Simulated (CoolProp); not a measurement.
The numbers come from the reference Helmholtz-energy equation of state, Akasaka 2023 in CoolProp.

Task: Give the vapour pressure (bar), liquid density (kg/m³), liquid cp (kJ/(kg K)), vapour Z of saturated R1224YDZ at 266.9, 279.8, 292.8 K.

Result: 
| T (K) | p (bar) | liquid density (kg/m³) | liquid cp (kJ/(kg K)) | vapour Z |
|---|---|---|---|---|
| 266.9 | 0.415 | 1440 | 1.09 | 0.972 |
| 279.8 | 0.730 | 1410 | 1.11 | 0.960 |
| 292.8 | 1.21 | 1370 | 1.14 | 0.945 |
